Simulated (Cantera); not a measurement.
A closed system holds: 1 mol HMDSO, 1.2 mol N₂O, at 0.0133 bar.

Cantera equilibrium calculation (NASA polynomials, part measured and part estimated; ideal gas, pure solids and liquids). Candidate condensed phases: C, C₆H₆, C₇H₈, C₈H₁₈, H₂O, Si, SiC, SiO₂, Si₂N₂O, Si₃N₄; 151 gas species. The feed counts by its element totals alone. The numbers say what is thermodynamically allowed, not how fast it happens.

**Question.** At 1400 K, list the 6 most abundant gas species with their mole fractions, and the condensed phases.

**Answer.** H₂ 0.865, CO 0.115, N₂ 0.0192, HCN 6.40e-5, SiO 5.67e-5, CH₄ 4.31e-5. Condensed: C(graphite) + Si₂N₂O(s).
